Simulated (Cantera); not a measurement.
# Equilibrium for silicon nitride deposition: SiHCl₃ + NH₃ + H₂

Feed: 1 mol SiHCl₃, a varied amount of NH₃, 0.74 mol H₂, equilibrated at 1075 K and 0.000130 bar.

Equilibrium computed with Cantera from the NASA thermochemical tables; the gas is ideal and each condensed phase is pure. Candidate condensed phases: NH₄Cl, Si, Si₃N₄; 28 gas species. The tables' values for SiCl₃ are old estimates; treat these amounts as uncertain. Equilibrium is a limit: real reactors are often held back by kinetics, nucleation or transport.

```
n(NH₃) (mol)  log p H₂  log p HCl  log p N₂  log p SiCl₄  log p SiCl₂  log p SiCl₃  n Si₃N₄(s)
------------  --------  ---------  --------  -----------  -----------  -----------  ----------
1.3              -4.24      -4.20     -5.49        -5.31        -6.50        -6.51       0.267
1.8              -4.22      -4.22     -5.15        -5.67        -6.79        -6.83       0.298
2.6              -4.18      -4.29     -4.93        -6.18        -7.12        -7.25       0.319
3.7              -4.14      -4.39     -4.79        -6.76        -7.46        -7.71       0.328
5.2              -4.10      -4.51     -4.69        -7.34        -7.78        -8.16       0.331
7.3              -4.08      -4.63     -4.63        -7.92        -8.09        -8.61       0.332
10               -4.06      -4.75     -4.59        -8.47        -8.38        -9.02       0.333
15               -4.05      -4.92     -4.56        -9.18        -8.74        -9.56       0.333
21               -4.04      -5.05     -4.54        -9.76        -9.04       -10.00       0.333
29               -4.03      -5.19     -4.52       -10.32        -9.33       -10.42       0.333
42               -4.02      -5.34     -4.51       -10.96        -9.65       -10.91       0.333
```
log p: log10 of the partial pressure in bar; n: condensed amount in mol.

From 1.3 mol NH₃ to 42 mol NH₃ the condensed part is Si₃N₄(s). The main Si-bearing gas is SiCl₄ at 1.3 mol NH₃ and SiCl₂ at 42 mol NH₃.
